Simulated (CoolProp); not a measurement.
R407C at 298.15 K and 2.11 MPa is throttled through a valve to 0.648 MPa with no heat exchange. Each further row changes one setting.

The numbers come from the reference Helmholtz-energy equation of state, Lemmon 2003 in CoolProp. It is a pseudo-pure fit of the blend.

```json
[
 {"case": "as stated", "temperature change (K)": "-20.0", "final phase": "two-phase, vapour fraction 0.147", "final density (kg/m³)": "165"},
 {"case": "outlet pressure 0.194 MPa", "temperature change (K)": "-52.0", "final phase": "two-phase, vapour fraction 0.322", "final density (kg/m³)": "26.2"},
 {"case": "outlet pressure 0.842 MPa", "temperature change (K)": "-11.7", "final phase": "two-phase, vapour fraction 0.092", "final density (kg/m³)": "302"}
]
```
